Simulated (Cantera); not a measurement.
Cantera run:

```python
import numpy as np
import cantera as ct

gas_names = """
    F F2 H HF H2 H2F2 H3F3 H4F4 H5F5 H6F6 H7F7 Mg MgF MgF2 MgH Mg2 Mg2F4
""".split()
cond_names = """
    Mg(cr) Mg(L) MgF2(s) MgF2(L)
""".split()


def load(file, names, dense=False):
    # The tables refer to 1 bar. Condensed volumes are neglected.
    table = {s.name: s for s in ct.Species.list_from_file(file)}
    out = []
    for n in names:
        d = dict(table[n].input_data)
        d["thermo"] = dict(d["thermo"], **{"reference-pressure": 1e5})
        if dense:
            d["equation-of-state"] = {"model": "constant-volume", "density": "1e6 g/cm^3"}
        out.append(ct.Species.from_dict(d))
    return out


gas = ct.Solution(thermo="ideal-gas", species=load("nasa_gas.yaml", gas_names))
cond = {s.name: ct.Solution(thermo="fixed-stoichiometry", species=[s], name=s.name)
        for s in load("nasa_condensed.yaml", cond_names, dense=True)}
atoms = {
    'MgF2': {'Mg': 1, 'F': 2},
    'H2': {'H': 2},
}
top_T = {}  # K; cautious upper limits of use, not melting points


def equilibrate(T, P, feed):
    n = {}
    for name, mol in feed.items():
        for a, k in atoms[name].items():
            n[a] = n.get(a, 0.0) + k * mol
    gas.TPX = T, P, n
    mass = sum(n.values()) * gas.mean_molecular_weight
    gas.equilibrate("TP")
    valid = [c for c in cond.values() if c.min_temp <= T <= top_T.get(c.name, c.max_temp)]
    mix = ct.Mixture([(gas, mass / gas.mean_molecular_weight)] + [(c, 0.0) for c in valid])
    mix.T, mix.P = T, P
    mix.equilibrate("TP", solver="vcs", rtol=1e-11, max_steps=5000)
    return mix


results = []
feed = {'MgF2': 1, 'H2': 3}  # mol
P = 2.2  # Pa
for T in [1325, 1375, 1425, 1475, 1525, 1575, 1625, 1675, 1725, 1775]:
    mix = equilibrate(T, P, feed)
    results.append((T, P, feed, dict(zip(mix.species_names, mix.species_moles))))
    x = sorted(zip(gas.X, gas.species_names), reverse=True)
    print(f"T = {T:g} K  P = {P:g} Pa  gas = {mix.phase_moles(0):.4g} mol")
    print("   x: " + "  ".join(f"{s} {v:.3e}" for v, s in x if v > 1e-06))
    print("   condensed (mol): " + ("  ".join(f"{mix.phase(i).name} {mix.phase_moles(i):.4g}"
          for i in range(1, mix.n_phases) if mix.phase_moles(i) > 1e-12) or "none"))
```

It prints:

```
T = 1325 K  P = 2.2 Pa  gas = 3.351 mol
   x: H2 8.676e-01  HF 5.507e-02  MgF2 4.833e-02  Mg 2.639e-02  MgF 2.300e-03  H 3.248e-04  Mg2F4 3.286e-06
   condensed (mol): MgF2(s) 0.7419
T = 1375 K  P = 2.2 Pa  gas = 4.165 mol
   x: H2 6.651e-01  MgF2 1.664e-01  HF 1.096e-01  Mg 5.126e-02  MgF 7.045e-03  H 5.958e-04  Mg2F4 1.717e-05  MgH 1.749e-06
   condensed (mol): MgF2(s) 0.06389
T = 1425 K  P = 2.2 Pa  gas = 4.316 mol
   x: H2 6.217e-01  MgF2 1.544e-01  HF 1.455e-01  Mg 6.815e-02  MgF 9.154e-03  H 1.147e-03  Mg2F4 6.918e-06  MgH 2.392e-06
   condensed (mol): none
T = 1475 K  P = 2.2 Pa  gas = 4.409 mol
   x: H2 5.878e-01  HF 1.832e-01  MgF2 1.298e-01  Mg 8.614e-02  MgF 1.092e-02  H 2.120e-03  MgH 3.115e-06  Mg2F4 2.415e-06
   condensed (mol): none
T = 1525 K  P = 2.2 Pa  gas = 4.51 mol
   x: H2 5.522e-01  HF 2.223e-01  Mg 1.050e-01  MgF2 1.044e-01  MgF 1.239e-02  H 3.748e-03  MgH 3.883e-06
   condensed (mol): none
T = 1575 K  P = 2.2 Pa  gas = 4.615 mol
   x: H2 5.168e-01  HF 2.601e-01  Mg 1.234e-01  MgF2 7.995e-02  MgF 1.336e-02  H 6.370e-03  MgH 4.646e-06
   condensed (mol): none
T = 1625 K  P = 2.2 Pa  gas = 4.718 mol
   x: H2 4.836e-01  HF 2.940e-01  Mg 1.402e-01  MgF2 5.809e-02  MgF 1.368e-02  H 1.046e-02  MgH 5.354e-06
   condensed (mol): none
T = 1675 K  P = 2.2 Pa  gas = 4.815 mol
   x: H2 4.537e-01  HF 3.219e-01  Mg 1.543e-01  MgF2 4.005e-02  H 1.667e-02  MgF 1.333e-02  MgH 5.970e-06  F 1.006e-06
   condensed (mol): none
T = 1725 K  P = 2.2 Pa  gas = 4.904 mol
   x: H2 4.275e-01  HF 3.427e-01  Mg 1.651e-01  MgF2 2.635e-02  H 2.589e-02  MgF 1.244e-02  MgH 6.470e-06  F 2.338e-06
   condensed (mol): none
T = 1775 K  P = 2.2 Pa  gas = 4.986 mol
   x: H2 4.038e-01  HF 3.564e-01  Mg 1.726e-01  H 3.921e-02  MgF2 1.675e-02  MgF 1.120e-02  MgH 6.840e-06  F 5.083e-06
   condensed (mol): none
```

Cantera equilibrium calculation (NASA polynomials, part measured and part estimated; ideal gas, pure solids and liquids).
